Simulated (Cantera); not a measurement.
## Equilibrium for nitride etching: Si₃N₄ + Cl₂ + H₂

Charge: 1 mol Si₃N₄, 5.7 mol Cl₂, 43 mol H₂, held at 32000 Pa.

Method: chemical equilibrium by Gibbs-energy minimisation in Cantera with the NASA 1993 tables (ideal gas, pure condensed phases). Candidate condensed phases: NH₄Cl, Si, Si₃N₄; 28 gas species. The tables' values for SiCl₃, SiCl are old estimates; treat these amounts as uncertain. Gases not in the tables: Si₂H₆ and higher silanes. Rates play no part.

From 475 °C to 1475 °C the condensed part is Si₃N₄(s). From 1575 °C to 1675 °C the condensed part is Si(l). The main Si-bearing gas is SiCl₄ at 475 °C and SiCl₂ at 1675 °C. The share of Si in condensed phases is highest at 975 °C (85.3 %) and lowest at 1575 °C (10.8 %).

```
T (°C)  log p H₂  log p HCl  log p SiCl₂  log p N₂  log p SiCl₄  n Si₃N₄(s)  n Si(l)
------  --------  ---------  -----------  --------  -----------  ----------  -------
475        -0.59      -1.28       -12.00     -2.42        -2.24       0.710        0
575        -0.59      -1.25        -9.68     -2.51        -2.33       0.764        0
675        -0.60      -1.23        -7.86     -2.58        -2.41       0.801        0
775        -0.60      -1.21        -6.39     -2.64        -2.49       0.827        0
875        -0.60      -1.20        -5.19     -2.69        -2.55       0.844        0
975        -0.60      -1.19        -4.20     -2.71        -2.62       0.853        0
1075       -0.60      -1.19        -3.39     -2.69        -2.73       0.844        0
1175       -0.60      -1.20        -2.78     -2.57        -2.92       0.796        0
1275       -0.60      -1.23        -2.36     -2.38        -3.23       0.681        0
1375       -0.60      -1.28        -2.07     -2.18        -3.65       0.493        0
1475       -0.60      -1.36        -1.88     -2.02        -4.14       0.260        0
1575       -0.60      -1.42        -1.79     -1.90        -4.64           0    0.325
1675       -0.60      -1.41        -1.81     -1.90        -5.03           0    0.436
```
log p: log10 of the partial pressure in bar; n: condensed amount in mol.
